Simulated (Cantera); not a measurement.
A closed system holds: 1 mol C₃H₆, 0.0075 mol O₂, 0.23 mol N₂, 0.98 mol H₂O, at 1.00 bar.

Cantera equilibrium calculation (NASA polynomials, part measured and part estimated; ideal gas, pure solids and liquids). Candidate condensed phases: C, C₆H₆, C₇H₈, C₈H₁₈, H₂O; 136 gas species. Rates play no part.

Question: What share of the C ends up in condensed phases as a function of T (K), at 1873, 1973, 2073, 2173, 2273, 2373, 2473, 2573, 2673, 2773, 2873?

Answer: 
```json
[
 {"T (K)": "1873", "C condensed (%)": "66.4", "as": "C(graphite)"},
 {"T (K)": "1973", "C condensed (%)": "66.2", "as": "C(graphite)"},
 {"T (K)": "2073", "C condensed (%)": "65.8", "as": "C(graphite)"},
 {"T (K)": "2173", "C condensed (%)": "65.3", "as": "C(graphite)"},
 {"T (K)": "2273", "C condensed (%)": "64.6", "as": "C(graphite)"},
 {"T (K)": "2373", "C condensed (%)": "63.5", "as": "C(graphite)"},
 {"T (K)": "2473", "C condensed (%)": "62.2", "as": "C(graphite)"},
 {"T (K)": "2573", "C condensed (%)": "60.3", "as": "C(graphite)"},
 {"T (K)": "2673", "C condensed (%)": "58.0", "as": "C(graphite)"},
 {"T (K)": "2773", "C condensed (%)": "55.1", "as": "C(graphite)"},
 {"T (K)": "2873", "C condensed (%)": "51.5", "as": "C(graphite)"}
]
```
